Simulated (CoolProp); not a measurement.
Dodecamethylcyclohexasiloxane (D6) at 474.47 K and 9.2 MPa is throttled through a valve to 5.06 MPa with no heat exchange. Each further row changes one setting.

The numbers come from the reference Helmholtz-energy equation of state, Colonna 2008 in CoolProp. It is a short technical equation, of lower accuracy than the large ones.

```
case                      temperature change (K)  final density (kg/m³)
------------------------  ----------------------  ---------------------
as stated                                    [?]                    [?]
outlet pressure 1.52 MPa                     [?]                    [?]
outlet pressure 6.58 MPa                     [?]                    [?]
```

### Question
Fill in the missing entries.

### Answer

- as stated, temperature change (K): +1.1
- as stated, final density (kg/m³): 795
- outlet pressure 1.52 MPa, temperature change (K): +1.8
- outlet pressure 1.52 MPa, final density (kg/m³): 773
- outlet pressure 6.58 MPa, temperature change (K): +0.7
- outlet pressure 6.58 MPa, final density (kg/m³): 803
